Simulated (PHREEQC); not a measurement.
Solution (63 °C): 120 mmol/kgw NaOH, 0.055 mmol/kgw NaAlO2 and 3.2 mmol/kgw (CH3)4NCl. Closed to the air; pH follows from the charge balance.

All values are PHREEQC results (ion-association model, phreeqc.dat), not measurements.

No solid was allowed to form.

Predict the pH, density, specific conductance.

pH 11.89; density 0.987 g/cm³; specific conductance 48500 µS/cm.

Complexes and solids missing from the database can't appear. (CH3)4N+ isn't in the database: it is added as a free cation with an ion size of 4 Å. At this temperature some constants are extrapolated from 25 °C, and those without enthalpy data are left unchanged.
